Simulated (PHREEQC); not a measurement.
## Ultrapure water in contact with air or piping (model solution)

Synthetic water in mg/kgw, 20 °C, pH 6.42, pe 1.4: Na 0.0714; K 0.0393; Ca 0.00499; Mg 0.00211; Cl 0.0641; S(6) as SO4 0.0648; Alkalinity as HCO3 0.0849; Br 0.00182; Fe(2) 0.0028; Li 9.69e-05; Mn(2) 0.00188; Ba 0.000439.

Valence states are taken as typed.

Model: ion-association model, phreeqc.dat, run in PHREEQC.

```
Item                           Result
--------------------  ---------------
ionic strength        6.00e-6 mol/kgw
charge-balance error            1.5 %
```

| species | molality | activity | log γ |
|---|---|---|---|
| Na+ | 3.11e-6 | 3.10e-6 | -0.001 |
| Cl- | 1.81e-6 | 1.80e-6 | -0.001 |
| HCO3- | 1.75e-6 | 1.75e-6 | -0.001 |
| CO2 | 1.60e-6 | 1.60e-6 | 0.000 |
| K+ | 1.00e-6 | 1.00e-6 | -0.001 |
| SO4-2 | 6.74e-7 | 6.67e-7 | -0.005 |
| H+ | 3.81e-7 | 3.80e-7 | -0.001 |
| Ca+2 | 1.25e-7 | 1.23e-7 | -0.005 |

This is a speciation only: nothing precipitates in the calculation. Complexes and solids missing from the database can't appear.
